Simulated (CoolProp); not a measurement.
Vapour-liquid equilibrium of R134a (1) + R142b (2) at 1.22 MPa; x and y are mole fractions of (1).

Model: multi-fluid Helmholtz-energy mixture model, Tillner-Roth 1994 and Lemmon 2006; pair parameters Bell 2016, in CoolProp.

```csv
x,bubble temperature (K),y at the bubble point,dew temperature at overall composition x (K),liquid density (mol/L)
0.05,345.2,0.085,___,9.721
0.15,341.0,0.235,343.4,9.865
0.25,337.4,0.364,340.6,10.00
0.35,334.1,0.477,337.8,10.13
0.45,331.2,0.576,___,10.25
0.55,___,0.664,___,10.37
0.65,326.4,0.745,___,10.49
0.75,324.4,___,326.3,10.62
0.85,___,0.893,323.6,10.74
0.95,320.9,0.964,___,10.87
```

**Question.** Some entries are withheld; supply them.

**Answer.** 
- 0.05, dew temperature at overall composition x (K): 346.1
- 0.45, dew temperature at overall composition x (K): 334.9
- 0.55, bubble temperature (K): 328.7
- 0.55, dew temperature at overall composition x (K): 332.0
- 0.65, dew temperature at overall composition x (K): 329.1
- 0.75, y at the bubble point: 0.821
- 0.85, bubble temperature (K): 322.5
- 0.95, dew temperature at overall composition x (K): 321.2

No azeotrope shows between x = 0.05 and 0.95.

Pair parameters are fitted to limited data, so mixtures are less certain than the pure fluids.
